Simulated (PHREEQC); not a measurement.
PHREEQC input (ion-association model, wateq4f.dat):

```
SOLUTION_MASTER_SPECIES
  An  An-  0  An  62.0  # stands for a non-complexing anion
SOLUTION_SPECIES
  An- = An-
    -log_k 0
    -gamma 3.0 0
PHASES
  Fix_H+
    H+ = H+
    -log_k 0
SOLUTION 1
  temp 25
  units mmol/kgw
  pH 7 charge
  Cl 24
  Mn(2) 12
  Na 10
  An 10
END
SELECTED_OUTPUT 1
  -reset false
  -pH true
  -pe true
  -ionic_strength true
  -water true
  -totals Cl Mn Na Mn(2) Mn(3) Mn(6) Mn(7)
  -molalities Hfo_wOH Hfo_wOH2+ Hfo_wO- Hfo_sOH Hfo_sOH2+ Hfo_sO- Hfo_sOMn+ Hfo_wOMn+
  -saturation_indices Pyrochroite Halite
USER_PUNCH 1
  -headings sigma psi
  10 PUNCH EDL("sigma", "Hfo"), EDL("psi", "Hfo")
PRINT
  -reset false
USE solution 1
SURFACE 1
  Hfo_wOH 0.00651685 600 2.9
  Hfo_sOH 0.000162921
EQUILIBRIUM_PHASES 1
  Fix_H+ -4 HAn 10
    -force_equality true
END
# ... the last block is repeated for the other 12 points of pH, with NaOH or the acid as the point needs
```

Selected output (columns that matter, 9 of 13 rows; pH added in front):

```
pH	mu	Cl	Mn	Na	m_Hfo_wOH	m_Hfo_wOH2+	m_Hfo_wO-	m_Hfo_sOH	m_Hfo_sOH2+	m_Hfo_sO-	si_Pyrochroite	si_Halite	sigma	psi
4	0.047676	0.024	0.011998	0.01	0.0013708	0.0051376	8.3787e-06	3.3964e-05	0.00012729	2.076e-07	-9.4529	-5.3828	0.29158	0.16068
5.33	0.045878	0.024	0.011879	0.01	0.003792	0.0025868	0.00012735	3.0876e-05	2.1062e-05	1.0369e-06	-6.7932	-5.3803	0.14419	0.12577
6	0.044852	0.024	0.011698	0.01	0.0044805	0.0016057	0.00028642	3.8845e-06	1.3921e-06	2.4831e-07	-5.4575	-5.3788	0.089951	0.10268
6.67	0.043202	0.023999	0.010761	0.011325	0.0041739	0.00059039	0.000676	4.9981e-07	7.0697e-08	8.0948e-08	-4.15	-5.3217	0.063944	0.086924
8	0.041132	0.023997	0.0084807	0.01595	0.00073166	5.0588e-06	0.0024242	2.8197e-08	1.9496e-10	9.3425e-08	-1.5892	-5.1681	0.060937	0.085792
9.33	0.040633	0.023997	0.0081373	0.016914	3.9799e-05	1.3063e-08	0.0027778	1.3916e-09	4.5675e-13	9.7128e-08	1.0411	-5.1414	0.060087	0.085411
10	0.040014	0.023997	0.0081391	0.017845	9.0126e-06	6.6211e-10	0.0028104	3.1529e-10	2.3163e-14	9.8318e-08	2.336	-5.1165	0.058174	0.084234
10.67	0.038454	0.023997	0.0081917	0.020627	2.3348e-06	4.3517e-11	0.0028697	8.2856e-11	1.5443e-15	1.0184e-07	3.512	-5.0492	0.051968	0.079836
12	0.04944	0.023997	0.0084123	0.043185	4.2099e-07	1.3131e-12	0.0030922	1.5901e-11	4.9595e-17	1.1679e-07	5.0047	-4.7404	0.027395	0.047088
```

Along this series the solution becomes supersaturated in solids that the run did not let form, among them Pyrochroite. Complexes and solids missing from the database can't appear.
